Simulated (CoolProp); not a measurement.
Vapour-liquid equilibrium of ethylbenzene (1) + n-nonane (2) at 171.05 °C; x and y are mole fractions of (1).

Computed with CoolProp (multi-fluid Helmholtz-energy mixture model, Zhou 2012 and Lemmon 2006; pair parameters Bell 2016).

```
x     bubble pressure, mixture model (MPa)  bubble pressure, Raoult's law (MPa)  y, mixture model  y, Raoult's law
----  ------------------------------------  -----------------------------------  ----------------  ---------------
0.05                                0.1734                               0.1718             0.075            0.069
0.15                                0.1831                               0.1787             0.211            0.199
0.25                                0.1924                               0.1856             0.332            0.320
0.35                                0.2010                               0.1926             0.440            0.432
0.45                                0.2089                               0.1995             0.537            0.536
0.55                                0.2160                               0.2064             0.626            0.633
0.65                                0.2222                               0.2133             0.710            0.724
0.75                                0.2277                               0.2202             0.791            0.809
0.85                                0.2323                               0.2271             0.872            0.889
0.95                                0.2360                               0.2340             0.956            0.964
```

The largest gap from Raoult's law is +4.7 % in bubble pressure, at x = 0.45. No azeotrope shows between x = 0.05 and 0.95.

Pair parameters are fitted to limited data, so mixtures are less certain than the pure fluids.
